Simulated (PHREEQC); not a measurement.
0.14 g of hydrous ferric oxide (600 m²/g; 0.2 weak and 0.005 strong sites per Fe, Dzombak-Morel constants, diffuse double layer) in 1 kg of water with 0.1 mol/kgw of an inert sodium salt and 3.5e-05 mol/kgw Na2SO4, at 25 °C; the pH is set by adding NaOH or the inert anion's acid. O2 is buffered at 0.21 atm. CO2 from the air is kept out. Precipitation was switched off in this run.

The series has 13 steps of pH, from 3 to 9.

Model: ion-association model, wateq4f.dat, run in PHREEQC.

Near which pH is half of the S sorbed, and on which side is more sorbed?

Near pH 5.6, with more sorbed at lower pH.

The oxide is taken as insoluble; below pH 4 it would dissolve.
